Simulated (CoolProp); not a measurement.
Properties of R1132(E) along the isobar 5.84 MPa (Tc = 348.8 K, pc = 5.174 MPa, ω = 0.245).

Values from CoolProp's reference Helmholtz-energy equation of state, Akasaka 2024.

```json
[
 {"T (K)": "251.9", "phase": "liquid", "density (kg/m³)": "1078", "cp (kJ/(kg K))": "1.648", "cv (kJ/(kg K))": "1.066", "expansivity (1/kK)": "___"},
 {"T (K)": "268.3", "phase": "liquid", "density (kg/m³)": "1034", "cp (kJ/(kg K))": "1.679", "cv (kJ/(kg K))": "1.066", "expansivity (1/kK)": "2.671"},
 {"T (K)": "284.8", "phase": "liquid", "density (kg/m³)": "986.4", "cp (kJ/(kg K))": "1.734", "cv (kJ/(kg K))": "1.069", "expansivity (1/kK)": "3.122"},
 {"T (K)": "301.3", "phase": "liquid", "density (kg/m³)": "931.8", "cp (kJ/(kg K))": "1.826", "cv (kJ/(kg K))": "1.075", "expansivity (1/kK)": "___"},
 {"T (K)": "317.7", "phase": "liquid", "density (kg/m³)": "866.6", "cp (kJ/(kg K))": "1.986", "cv (kJ/(kg K))": "1.085", "expansivity (1/kK)": "5.137"},
 {"T (K)": "334.2", "phase": "liquid", "density (kg/m³)": "779.8", "cp (kJ/(kg K))": "2.339", "cv (kJ/(kg K))": "1.102", "expansivity (1/kK)": "8.199"},
 {"T (K)": "350.6", "phase": "supercritical", "density (kg/m³)": "613.8", "cp (kJ/(kg K))": "4.898", "cv (kJ/(kg K))": "1.156", "expansivity (1/kK)": "33.79"},
 {"T (K)": "367.1", "phase": "supercritical", "density (kg/m³)": "227.1", "cp (kJ/(kg K))": "___", "cv (kJ/(kg K))": "1.118", "expansivity (1/kK)": "___"},
 {"T (K)": "383.5", "phase": "supercritical", "density (kg/m³)": "179.8", "cp (kJ/(kg K))": "1.882", "cv (kJ/(kg K))": "1.081", "expansivity (1/kK)": "10.41"},
 {"T (K)": "400", "phase": "supercritical", "density (kg/m³)": "155.9", "cp (kJ/(kg K))": "1.625", "cv (kJ/(kg K))": "1.073", "expansivity (1/kK)": "7.298"}
]
```

Question: Complete the blanks.

Answer: 
- 251.9, expansivity (1/kK): 2.373
- 301.3, expansivity (1/kK): 3.845
- 367.1, cp (kJ/(kg K)): 2.798
- 367.1, expansivity (1/kK): 20.76

The peak of cp marks the crossing from liquid-like to gas-like fluid above the critical point.
